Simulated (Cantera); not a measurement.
A Cantera script and what it prints.

```python
import numpy as np
import cantera as ct

gas_names = [...]  # 110 gases of nasa_gas.yaml made of C, H, O
cond_names = """
    C(gr) C6H6(L) C7H8(L) C8H18(L),n-octa H2O(s) H2O(L)
""".split()


# ... load() reads the species with a 1 bar reference pressure and builds the phases ...
atoms = {
    'acetone': {'C': 3, 'H': 6, 'O': 1},
    'H2O': {'H': 2, 'O': 1},
}
top_T = {'C(gr)': 4500}  # K; cautious upper limits of use, not melting points


# ... equilibrate(T, P, feed) seeds the gas with the atoms and calls Mixture.equilibrate('TP', solver="vcs", rtol=1e-11, max_steps=5000) ...
results = []
feed = {'acetone': 1, 'H2O': 0.04}  # mol
P = 13332.2  # Pa
for T in [998, 1023, 1048, 1073, 1098, 1123, 1148, 1173, 1198, 1223, 1248, 1273]:
    mix = equilibrate(T, P, feed)
    results.append((T, P, feed, dict(zip(mix.species_names, mix.species_moles))))

top = {s: max(r[3][s] / sum(r[3][g] for g in gas_names) for r in results) for s in gas_names}
cols = sorted((s for s in top if top[s] > 0.0001), key=lambda s: -top[s])[:8]
seen = [c for c in cond_names if any(r[3].get(c, 0) > 1e-12 for r in results)]
print("log10 of partial pressures in bar; condensed amounts in mol")
print(f"{'T/K':>10s}" + "".join(f"{s[:9]:>10s}" for s in cols + seen))
for T, P, feed, n in results:
    ng = sum(n[g] for g in gas_names)
    print(f"{T:10.4g}" + "".join(f"{np.log10(max(n[s] / ng * P / 1e5, 1e-99)):10.3f}" for s in cols)
          + "".join(f"{n.get(c, 0):10.4g}" for c in seen))
```

It prints:

```
log10 of partial pressures in bar; condensed amounts in mol
       T/K        H2        CO       H2O       CH4       CO2     C(gr)
       998    -1.008    -1.492    -2.889    -3.026    -3.213     1.989
      1023    -1.007    -1.484    -3.053    -3.138    -3.414     1.976
      1048    -1.006    -1.478    -3.212    -3.246    -3.610     1.969
      1073    -1.005    -1.475    -3.366    -3.348    -3.801     1.964
      1098    -1.005    -1.473    -3.514    -3.447    -3.985     1.962
      1123    -1.004    -1.471    -3.656    -3.541    -4.162      1.96
      1148    -1.004    -1.471    -3.793    -3.632    -4.332     1.959
      1173    -1.004    -1.470    -3.924    -3.719    -4.494     1.959
      1198    -1.004    -1.470    -4.049    -3.802    -4.650     1.959
      1223    -1.004    -1.469    -4.170    -3.883    -4.800     1.959
      1248    -1.004    -1.469    -4.286    -3.960    -4.944     1.959
      1273    -1.003    -1.469    -4.397    -4.034    -5.081     1.959
```

Cantera equilibrium calculation (NASA polynomials, part measured and part estimated; ideal gas, pure solids and liquids). The feed counts by its element totals alone.
